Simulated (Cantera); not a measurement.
What does this Cantera script print?

```python
import numpy as np
import cantera as ct

gas_names = """
    C CH CH2 CH3 CH2OH CH3O CH4 CH3OH CO CO2 COOH C2 C2H CHCO,ketyl C2H2,acetylene C2H2,vinylidene
    CH2CO,ketene C2H3,vinyl CH3CO,acetyl C2H4 C2H4O,ethylen CH3CHO,ethanal CH3COOH (HCOOH)2 C2H5 C2H6
    CH3OCH3 C2H5OH C2O C3 C3H3,propargyl C3H4,allene C3H4,propyne C3H4,cyclo- C3H5,allyl C3H6,propylene
    C3H6,cyclo- C3H6O C3H7,n-propyl C3H7,i-propyl C3H8 C3H8O,1propanol C3H8O,2propanol C3O2 C4 C4H2
    C4H4,1,3-cyclo- C4H6,butadiene C4H6,2-butyne C4H6,cyclo- C4H8,1-butene C4H8,cis2-buten
    C4H8,tr2-butene C4H8,isobutene C4H8,cyclo- (CH3COOH)2 C4H9,n-butyl C4H9,i-butyl C4H9,s-butyl
    C4H9,t-butyl C4H10,isobutane C4H10,n-butane C5 C5H6,1,3cyclo- C5H8,cyclo- C5H10,1-pentene
    C5H10,cyclo- C5H11,pentyl C5H11,t-pentyl C5H12,n-pentane C5H12,i-pentane CH3C(CH3)2CH3 C6H2
    C6H5,phenyl C6H5O,phenoxy C6H6 C6H5OH,phenol C6H10,cyclo- C6H12,1-hexene C6H12,cyclo- C6H13,n-hexyl
    C7H7,benzyl C7H8 C7H8O,cresol C7H14,1-heptene C7H15,n-heptyl C7H16,n-heptane C8H8,styrene
    C8H10,ethylbenz C8H16,1-octene C8H17,n-octyl C8H18,isooctane C8H18,n-octane C9H19,n-nonyl
    C10H8,naphthale C10H21,n-decyl C12H9,o-bipheny C12H10,bipheny H HCO HO2 H2 HCHO,formaldehy HCOOH H2O
    H2O2 O OH O2 O3 Ti TiO TiO2
""".split()
cond_names = """
    C(gr) C6H6(L) C7H8(L) C8H18(L),n-octa H2O(s) H2O(L) Ti(a) Ti(b) Ti(L) TiC(s) TiC(L) TiO(a) TiO(b)
    TiO(L) TiO2(ru) TiO2(L) Ti2O3(a) Ti2O3(b) Ti2O3(L) Ti3O5(a) Ti3O5(b) Ti3O5(L) Ti4O7(s) Ti4O7(L)
""".split()


def load(file, names, dense=False):
    # The tables refer to 1 bar. Condensed volumes are neglected.
    table = {s.name: s for s in ct.Species.list_from_file(file)}
    out = []
    for n in names:
        d = dict(table[n].input_data)
        d["thermo"] = dict(d["thermo"], **{"reference-pressure": 1e5})
        if dense:
            d["equation-of-state"] = {"model": "constant-volume", "density": "1e6 g/cm^3"}
        out.append(ct.Species.from_dict(d))
    return out


gas = ct.Solution(thermo="ideal-gas", species=load("nasa_gas.yaml", gas_names))
cond = {s.name: ct.Solution(thermo="fixed-stoichiometry", species=[s], name=s.name)
        for s in load("nasa_condensed.yaml", cond_names, dense=True)}
atoms = {
    'Ti(OiPr)4': {'Ti': 1, 'C': 12, 'H': 28, 'O': 4},
    'H2': {'H': 2},
}
top_T = {'C(gr)': 4500}  # K; cautious upper limits of use, not melting points


def equilibrate(T, P, feed):
    n = {}
    for name, mol in feed.items():
        for a, k in atoms[name].items():
            n[a] = n.get(a, 0.0) + k * mol
    gas.TPX = T, P, n
    mass = sum(n.values()) * gas.mean_molecular_weight
    gas.equilibrate("TP")
    valid = [c for c in cond.values() if c.min_temp <= T <= top_T.get(c.name, c.max_temp)]
    mix = ct.Mixture([(gas, mass / gas.mean_molecular_weight)] + [(c, 0.0) for c in valid])
    mix.T, mix.P = T, P
    mix.equilibrate("TP", solver="vcs", rtol=1e-11, max_steps=5000)
    return mix


results = []
feed = {'Ti(OiPr)4': 1, 'H2': 5.2}  # mol
T = 2025  # K
P = 810  # Pa
mix = equilibrate(T, P, feed)
results.append((T, P, feed, dict(zip(mix.species_names, mix.species_moles))))
x = sorted(zip(gas.X, gas.species_names), reverse=True)
print(f"T = {T:g} K  P = {P:g} Pa  gas = {mix.phase_moles(0):.4g} mol")
print("   x: " + "  ".join(f"{s} {v:.3e}" for v, s in x if v > 1e-06))
print("   condensed (mol): " + ("  ".join(f"{mix.phase(i).name} {mix.phase_moles(i):.4g}"
      for i in range(1, mix.n_phases) if mix.phase_moles(i) > 1e-12) or "none"))
```

It prints:

```
T = 2025 K  P = 810 Pa  gas = 23.43 mol
   x: H2 8.093e-01  CO 1.708e-01  H 1.924e-02  C2H2,acetylene 7.323e-04  CH4 2.109e-06
   condensed (mol): C(gr) 6.966  TiC(s) 1
```

These are equilibrium values from Cantera (NASA tables, ideal gas, pure condensed phases), not measurements of a reactor. The feed counts by its element totals alone. TiC: taken at fixed stoichiometry.
